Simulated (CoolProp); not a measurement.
A simple Rankine cycle with water: condensing at 327.15 K, boiler at 0.078 MPa, turbine inlet 405.9 K, turbine efficiency 0.85, pump efficiency 0.6, no recuperator. Each further row changes one setting.

The numbers come from the reference Helmholtz-energy equation of state, Wagner 2002 in CoolProp.

```json
[
 {"case": "as stated", "thermal efficiency (%)": "8.9", "net work (kJ/kg)": "223", "heat in (kJ/kg)": "2520", "turbine exit temperature (K)": "327.1", "volume ratio over the turbine": "4.06"},
 {"case": "turbine inlet 425.9 K", "thermal efficiency (%)": "9.0", "net work (kJ/kg)": "230", "heat in (kJ/kg)": "2560", "turbine exit temperature (K)": "327.1", "volume ratio over the turbine": "3.92"},
 {"case": "condensing temperature 319.15 K", "thermal efficiency (%)": "10.6", "net work (kJ/kg)": "270", "heat in (kJ/kg)": "2550", "turbine exit temperature (K)": "319.1", "volume ratio over the turbine": "5.82"},
 {"case": "boiler pressure 0.0546 MPa", "thermal efficiency (%)": "7.1", "net work (kJ/kg)": "178", "heat in (kJ/kg)": "2520", "turbine exit temperature (K)": "327.1", "volume ratio over the turbine": "2.90"},
 {"case": "turbine efficiency 0.75", "thermal efficiency (%)": "7.8", "net work (kJ/kg)": "197", "heat in (kJ/kg)": "2520", "turbine exit temperature (K)": "327.1", "volume ratio over the turbine": "4.11"}
]
```

The expansion ends wet for: as stated; turbine inlet 425.9 K; condensing temperature 319.15 K; boiler pressure 0.0546 MPa; turbine efficiency 0.75.
